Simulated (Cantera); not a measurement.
Stirred combustor or abatement burner

A perfectly stirred reactor is fed with 6.36 % CH₄, 3.24 % H₂, 10.2 % O₂, 80.2 % N₂, equivalence ratio 1.4, at 25000 Pa; it is adiabatic with a 625 K inlet, and is followed from long to short residence time, starting on the burning branch (τ in s: 0.021, 0.013, 0.0075, 0.0045, 0.0027, 0.0016, 0.00096, 0.00057, 0.00034, 0.0002, 0.00012, 7.2e-05, 4.3e-05).

Cantera simulation using GRI-Mech 3.0 (53 species, 325 reactions); the numbers are that mechanism's predictions, not measurements.

```
τ (s)    T (K)     x CH₄    x H₂     x O₂    x N₂O   x CO₂   x C₂H₆
-------  -----  --------  ------  -------  -------  ------  -------
0.021     1644  0.000607  0.0415  0.00138  1.53e-8  0.0248  1.86e-6
0.013     1634  0.000710  0.0412  0.00190  1.34e-8  0.0241  2.41e-6
0.0075    1619  0.000923  0.0409  0.00286  1.07e-8  0.0228  3.65e-6
0.0045    1596   0.00133  0.0406  0.00456  7.88e-9  0.0208  6.60e-6
0.0027     625    0.0636  0.0324    0.102   <1e-12  <1e-12   <1e-12
0.0016     625    0.0636  0.0324    0.102   <1e-12  <1e-12   <1e-12
0.00096    625    0.0636  0.0324    0.102   <1e-12  <1e-12   <1e-12
0.00057    625    0.0636  0.0324    0.102   <1e-12  <1e-12   <1e-12
0.00034    625    0.0636  0.0324    0.102   <1e-12  <1e-12   <1e-12
0.00020    625    0.0636  0.0324    0.102   <1e-12  <1e-12   <1e-12
0.00012    625    0.0636  0.0324    0.102   <1e-12  <1e-12   <1e-12
7.2e-5     625    0.0636  0.0324    0.102   <1e-12  <1e-12   <1e-12
4.3e-5     625    0.0636  0.0324    0.102   <1e-12  <1e-12   <1e-12
```
x: mole fraction; the columns are a selection and need not sum to one.
